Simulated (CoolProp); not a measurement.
Properties of R245ca along the isobar 4250 kPa (Tc = 174.4 °C, pc = 3941 kPa, ω = 0.355).

Values from CoolProp's reference Helmholtz-energy equation of state, Zhou 2016.

```json
[
 {"T (°C)": "115.95", "phase": "liquid", "density (kg/m³)": "1141", "cp (kJ/(kg K))": "1.569", "Joule-Thomson coefficient (K/MPa)": "0.1225"},
 {"T (°C)": "120.55", "phase": "liquid", "density (kg/m³)": "1124", "cp (kJ/(kg K))": "1.587", "Joule-Thomson coefficient (K/MPa)": "0.1705"},
 {"T (°C)": "125.25", "phase": "liquid", "density (kg/m³)": "1106", "cp (kJ/(kg K))": "1.609", "Joule-Thomson coefficient (K/MPa)": "0.2274"},
 {"T (°C)": "129.95", "phase": "liquid", "density (kg/m³)": "1087", "cp (kJ/(kg K))": "1.633", "Joule-Thomson coefficient (K/MPa)": "0.2945"},
 {"T (°C)": "134.65", "phase": "liquid", "density (kg/m³)": "1067", "cp (kJ/(kg K))": "1.661", "Joule-Thomson coefficient (K/MPa)": "0.3745"},
 {"T (°C)": "139.35", "phase": "liquid", "density (kg/m³)": "1046", "cp (kJ/(kg K))": "1.694", "Joule-Thomson coefficient (K/MPa)": "0.4718"},
 {"T (°C)": "144.05", "phase": "liquid", "density (kg/m³)": "1023", "cp (kJ/(kg K))": "1.733", "Joule-Thomson coefficient (K/MPa)": "0.5927"},
 {"T (°C)": "148.75", "phase": "liquid", "density (kg/m³)": "998.6", "cp (kJ/(kg K))": "1.783", "Joule-Thomson coefficient (K/MPa)": "0.7469"},
 {"T (°C)": "153.45", "phase": "liquid", "density (kg/m³)": "971.2", "cp (kJ/(kg K))": "1.847", "Joule-Thomson coefficient (K/MPa)": "0.9505"},
 {"T (°C)": "158.05", "phase": "liquid", "density (kg/m³)": "941.0", "cp (kJ/(kg K))": "1.933", "Joule-Thomson coefficient (K/MPa)": "1.225"},
 {"T (°C)": "162.75", "phase": "liquid", "density (kg/m³)": "904.9", "cp (kJ/(kg K))": "2.062", "Joule-Thomson coefficient (K/MPa)": "1.636"},
 {"T (°C)": "167.45", "phase": "liquid", "density (kg/m³)": "860.4", "cp (kJ/(kg K))": "2.282", "Joule-Thomson coefficient (K/MPa)": "2.302"},
 {"T (°C)": "172.15", "phase": "liquid", "density (kg/m³)": "799.4", "cp (kJ/(kg K))": "2.761", "Joule-Thomson coefficient (K/MPa)": "3.584"},
 {"T (°C)": "176.85", "phase": "supercritical", "density (kg/m³)": "686.8", "cp (kJ/(kg K))": "5.049", "Joule-Thomson coefficient (K/MPa)": "7.314"}
]
```
